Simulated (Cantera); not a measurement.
**TiCl4 + CH4 (titanium nitride, carbide and oxide coatings)**

A closed system holds: 1 mol TiCl4, 7.3 mol CH4, at 1050 K and 0.0250 bar.

Equilibrium computed with Cantera from the NASA thermochemical tables; the gas is ideal and each condensed phase is pure. Candidate condensed phases: C, C6H6, C7H8, C8H18, Ti, TiC, TiCl2, TiCl3, TiCl4; 96 gas species. TiC: taken at fixed stoichiometry. The numbers say what is thermodynamically allowed, not how fast it happens.

```json
{
  "x(H2)": "0.821",
  "x(HCl)": "0.155",
  "x(TiCl4)": "0.0206",
  "x(TiCl3)": "0.00322",
  "x(CH4)": "0.000964",
  "n(C(graphite))": "6.67 mol",
  "n(TiC(s))": "0.614 mol",
  "gas_amount": "16.22 mol",
  "log10 activity of TiCl4(l) (absent)": "-5.31",
  "log10 activity of Ti(α) (absent)": "-8.57"
}
```
